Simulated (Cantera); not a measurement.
Charge: 1 mol Al, 4 mol NH₃, 150 mol H₂, held at 1500 K and 0.100 bar.

Equilibrium computed with Cantera from the NASA thermochemical tables; the gas is ideal and each condensed phase is pure. Candidate condensed phases: Al, AlN; 13 gas species. The numbers say what is thermodynamically allowed, not how fast it happens.

Base state: H₂ 0.990, N₂ 0.00952, H 5.54e-5 (mole fractions); condensed: AlN(s).

Q: What changes in the equilibrium state with this change: 1.7 mol Cl₂ added?

A: 
```
species       before     after
-----------  -------  --------
H₂             0.990     0.970
HCl                0    0.0168
N₂           0.00952    0.0106
AlCl               0   0.00111
AlCl₃              0  0.000895
AlCl₂              0  0.000357
H            5.54e-5   5.48e-5
AlN(s), mol    1.000     0.624
```
The tables' values for AlCl₂ are old estimates; treat these amounts as uncertain. Further candidate phases: AlCl₃, NH₄Cl.
